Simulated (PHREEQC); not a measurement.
# Buffer: speciation

A solution holds 0.062 mol NH4Cl, 0.0029 mol NaOH and 0.0031 mol NaCl per kg of water, at 20 °C. Closed to the air; pH follows from the charge balance.

All values are PHREEQC results (ion-association model, phreeqc.dat), not measurements.

Each row changes one thing in this solution. Precipitation was switched off in this run.

| case | pH | SI of Halite (NaCl) |
|---|---|---|
| as made | 8.20 | -5.16 |
| temperature from 20 to 55 °C | 7.22 | -5.20 |
| diluted 2-fold with water | 8.17 | -5.72 |
| NaCl from 0.0031 to 0.031 mol/kgw | 8.22 | -4.28 |
| NH4Cl from 0.062 to 0.124 mol/kgw | 7.93 | -4.92 |
| NaCl from 0.0031 to 0.0062 mol/kgw | 8.21 | -4.97 |
| diluted 5-fold with water | 8.14 | -6.47 |
| NH4Cl left out | 11.59 | -6.37 |

Species that the database lacks are ignored. At this temperature some constants are extrapolated from 25 °C, and those without enthalpy data are left unchanged.
